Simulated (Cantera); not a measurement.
Charge: 1 mol SF6, 0.05 mol O2, 20 mol N2, at 2975 °C and 40000 Pa.

Cantera equilibrium calculation (NASA polynomials, part measured and part estimated; ideal gas, pure solids and liquids). Candidate condensed phases: S; 35 gas species. Equilibrium is a limit: real reactors are often held back by kinetics, nucleation or transport.

Base state: N2 0.742, F 0.221, S 0.0306, SO 0.00198, S2 0.00153, SF 0.00133, O 0.00124, NO 0.000419 (mole fractions); condensed: gas only.

Problem. What changes in the equilibrium state with this change: O2 from 0.05 to 0.13 mol?

Solution. 
```
species   before     after
-------  -------  --------
N2         0.742     0.739
F          0.221     0.221
S         0.0306    0.0281
SO       0.00198   0.00480
O2       9.88e-6   6.85e-5
SO2      2.50e-5  0.000160
O        0.00124   0.00325
```

Problem. What changes in the equilibrium state with this change: pressure from 40000 Pa to 133 Pa?

Solution. 
```csv
species,before,after
N2,0.742,0.737
F,0.221,0.221
S,0.0306,0.0368
O,0.00124,0.00359
SF2,2.08e-5,<1e-9
SO2,2.50e-5,2.83e-9
SF,0.00133,5.36e-6
```

Problem. What changes in the equilibrium state with this change: N2 from 20 to 7.1 mol?

Solution. 
```json
[
 {"species": "N2", "before": "0.742", "after": "0.507"},
 {"species": "F", "before": "0.221", "after": "0.424"},
 {"species": "S", "before": "0.0306", "after": "0.0528"},
 {"species": "SF2", "before": "2.08e-5", "after": "0.000132"},
 {"species": "SO2", "before": "2.50e-5", "after": "8.29e-5"},
 {"species": "SF", "before": "0.00133", "after": "0.00442"},
 {"species": "S2", "before": "0.00153", "after": "0.00455"}
]
```
